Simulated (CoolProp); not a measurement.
Vapour-liquid equilibrium of acetone (1) + benzene (2) at 0.994 MPa; x and y are mole fractions of (1).

The numbers come from the multi-fluid Helmholtz-energy mixture model, Lemmon 2006 and Thol 2012; pair parameters Bell 2016 in CoolProp.

```tsv
x	bubble temperature, mixture model (°C)	bubble temperature, Raoult's law (°C)	y, mixture model	y, Raoult's law
0.05	174.7	175.6	0.095	0.092
0.125	170.2	172.0	0.217	0.217
0.2	166.3	168.7	0.320	0.326
0.275	162.9	165.5	0.410	0.424
0.35	160.0	162.6	0.489	0.512
0.425	157.3	159.9	0.560	0.590
0.5	154.9	157.3	0.626	0.661
0.575	152.7	154.8	0.688	0.726
0.65	150.7	152.5	0.747	0.784
0.725	148.9	150.3	0.803	0.838
0.8	147.1	148.2	0.858	0.887
0.875	145.5	146.2	0.911	0.932
0.95	144.0	144.3	0.965	0.974
```

The largest gap from Raoult's law is -2.6 K in bubble temperature, at x = 0.35. No azeotrope shows between x = 0.05 and 0.95.

The pair parameters rest on a limited set of measurements; away from them the model extrapolates.
